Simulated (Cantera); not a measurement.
Charge: 1 mol MgO, 0.3 mol CH4, 0.92 mol CO, at 0.100 bar.

Method: chemical equilibrium by Gibbs-energy minimisation in Cantera with the NASA 1993 tables (ideal gas, pure condensed phases). Candidate condensed phases: C, C6H6, C7H8, C8H18, H2O, Mg, MgCO3, MgO, Mg(OH)2; 116 gas species. The tables' values for MgH are old estimates; treat these amounts as uncertain. Kinetics and transport are ignored.

Problem. At 1748 K, list the 4 most abundant gas species with their mole fractions, and the condensed phases.

Solution. CO 0.582, H2 0.306, Mg 0.112, H 0.000400. Condensed: C(graphite) + MgO(s).
